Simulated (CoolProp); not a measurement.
A Linde-Hampson liquefier for carbon monoxide: isothermal reversible compression at 290 K from 1 atm to 10 MPa, throttling to 1 atm, return gas leaving the recuperator 5 K below the feed. Each further row changes one setting.

Computed with CoolProp (reference Helmholtz-energy equation of state, Lemmon 2006). It is a short technical equation, of lower accuracy than the large ones.

| case | liquid yield per pass | compression work (kJ/kg of gas) |
|---|---|---|
| as stated | [?] | 393 |
| high pressure 20 MPa | [?] | [?] |
| warm-end temperature 320 K | [?] | [?] |
| warm-end gap 10 K | [?] | 393 |

**Question.** What belongs in the gaps?

**Answer.** 
- as stated, liquid yield per pass: 0.045
- high pressure 20 MPa, liquid yield per pass: 0.083
- high pressure 20 MPa, compression work (kJ/kg of gas): 453
- warm-end temperature 320 K, liquid yield per pass: 0.031
- warm-end temperature 320 K, compression work (kJ/kg of gas): 436
- warm-end gap 10 K, liquid yield per pass: 0.033
